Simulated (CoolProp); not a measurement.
Vapour-liquid equilibrium of methanol (1) + benzene (2) at 1.29 MPa; x and y are mole fractions of (1).

Values from CoolProp's multi-fluid Helmholtz-energy mixture model, de Reuck 1993 and Thol 2012; pair parameters Bell 2016.

```csv
x,bubble temperature (°C),y at the bubble point,dew temperature at overall composition x (°C),liquid density (mol/L)
0.05,179.3,0.204,190.0,8.991
0.125,166.8,0.377,184.8,9.535
0.2,159.7,0.473,179.6,10.04
0.275,155.3,0.533,174.2,10.54
0.35,152.6,0.577,168.8,11.09
0.425,150.6,0.612,163.2,11.70
0.5,149.1,0.644,157.7,12.39
0.575,148.0,0.678,152.7,13.17
0.65,147.1,0.714,148.9,14.06
0.725,146.5,0.758,147.0,15.09
0.8,146.2,0.809,146.2,16.26
0.875,146.2,0.871,146.2,17.61
0.95,146.5,0.945,146.5,19.15
```

y crosses x between x = 0.8 and 0.875: the model has an azeotrope there.

The pair parameters rest on a limited set of measurements; away from them the model extrapolates.
